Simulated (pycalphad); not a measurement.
Phase fractions of Ti-3.88C (at.%)

CALPHAD calculation (pycalphad, COST 507 light-alloy database (1999)), 1 atm. These are 1990s assessments: newer ones move some temperatures and phases. Phase fractions are per mole of atoms. Kinetics are ignored, which matters at the lower temperatures.

| T (°C) | liquid | fcc | bcc | hcp |
|---|---|---|---|---|
| 1737 | 1.000 | - | - | - |
| 1657 | 0.975 | 0.025 | - | - |
| 1577 | - | 0.053 | 0.947 | - |
| 1497 | - | 0.061 | 0.939 | - |
| 1417 | - | 0.068 | 0.932 | - |
| 1337 | - | 0.075 | 0.925 | - |
| 1257 | - | 0.082 | 0.918 | - |
| 1177 | - | 0.088 | 0.912 | - |
| 1097 | - | 0.093 | 0.907 | - |
| 1017 | - | 0.098 | 0.902 | - |
| 937 | - | 0.102 | 0.898 | - |
| 857 | - | 0.076 | - | 0.924 |
| 777 | - | 0.085 | - | 0.915 |
| 697 | - | 0.091 | - | 0.909 |
| 617 | - | 0.097 | - | 0.903 |
| 537 | - | 0.101 | - | 0.899 |
| 457 | - | 0.103 | - | 0.897 |
| 377 | - | 0.105 | - | 0.895 |
| 297 | - | 0.105 | - | 0.895 |

The fcc model also describes the rock-salt carbide or nitride (TiC, TiN, HfC).
